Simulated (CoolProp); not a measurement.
Hydrogen sulfide along the isotherm 364.7 K: density (kg/m³) from the reference equation and from simpler models built on Tc = 373.1 K, pc = 8999 kPa, ω = 0.101; each cubic takes its own stable root.

Computed with CoolProp (reference Helmholtz-energy equation of state, Lemmon 2006). It is a short technical equation, of lower accuracy than the large ones.

```tsv
p (kPa)	phase	reference	van der Waals	Peng-Robinson
71.1	gas	0.8014	0.8011	0.8017
111	gas	1.253	1.252	1.254
172	gas	1.947	1.945	1.948
269	gas	3.056	3.052	3.061
418	gas	4.778	4.768	4.789
651	gas	7.515	7.490	7.541
1010	gas	11.84	11.78	11.91
1580	gas	19.02	18.85	19.17
2460	gas	30.95	30.48	31.34
3830	gas	52.28	50.84	53.27
5960	gas	97.69	91.64	100.1
9280	liquid	562.1	387.7	544.2
14400	liquid	623.5	451.3	631.0
22500	liquid	671.9	494.8	699.4
```
